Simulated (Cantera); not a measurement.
A closed system holds: 1 mol B2H6, 0.27 mol O2, 89 mol H2, at 8.60 mbar.

Cantera equilibrium calculation (NASA polynomials, part measured and part estimated; ideal gas, pure solids and liquids). Candidate condensed phases: B, B2O3, B3O3H3, H2O; 23 gas species. The feed counts by its element totals alone. The tables' values for BH2 are old estimates; treat these amounts as uncertain. Rates play no part. All values below are at 2000 K.

Base state: H2 0.976, H 0.0173, HBO 0.00451, BO 0.00116, BH2 0.000457, B2O2 5.66e-5, B2O 1.71e-5, B 1.55e-5 (mole fractions); condensed: B(s).

Problem. What changes in the equilibrium state with this change: pressure from 8.60 mbar to 0.530 bar?

Solution. 
| species | before | after |
|---|---|---|
| H2 | 0.976 | 0.992 |
| HBO | 0.00451 | 0.00548 |
| H | 0.0173 | 0.00222 |
| BO | 0.00116 | 0.000178 |
| B | 1.55e-5 | 2.51e-7 |
| BH3 | 3.21e-6 | 2.58e-5 |
| B2O | 1.71e-5 | 2.62e-6 |
| B2O2 | 5.66e-5 | 8.24e-5 |
| B(s), mol | 1.41 | 1.42 |
Gases not in the tables: B2H6 and higher boranes.
